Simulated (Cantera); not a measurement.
Charge: 1 mol Pb, 0.09 mol H2, 0.34 mol N2, at 133 Pa.

These are equilibrium values from Cantera (NASA tables, ideal gas, pure condensed phases), not measurements of a reactor. Candidate condensed phases: Pb; 11 gas species. Rates play no part. All values below are at 700 K.

Base state: N2 0.791, H2 0.209 (mole fractions); condensed: Pb(l).

What changes in the equilibrium state with this change: Pb replaced by Hg?


| species | before | after |
|---|---|---|
| Hg | 0 | 0.699 |
| N2 | 0.791 | 0.238 |
| H2 | 0.209 | 0.0629 |
| Pb(l), mol | 1.00 | 0 |
Further candidate phases: Hg.
